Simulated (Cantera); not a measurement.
## Equilibrium for silicon etching in halogen gases: Si + F2 + HCl

A closed system holds: 1 mol Si, 8.1 mol F2, 7.2 mol HCl, equilibrated at 1498.15 K and 380 Pa.

These are equilibrium values from Cantera (NASA tables, ideal gas, pure condensed phases), not measurements of a reactor. Candidate condensed phases: Si; 37 gas species. Rates play no part.

```json
{
 "x(HF)": "0.404",
 "x(Cl)": "0.209",
 "x(F)": "0.186",
 "x(ClF)": "0.0950",
 "x(SiF4)": "0.0561",
 "x(Cl2)": "0.0499",
 "x(F2)": "1.79e-5",
 "x(HCl)": "1.53e-5",
 "gas_amount": "17.82 mol",
 "log10 activity of Si(s) (absent)": "-38.14"
}
```
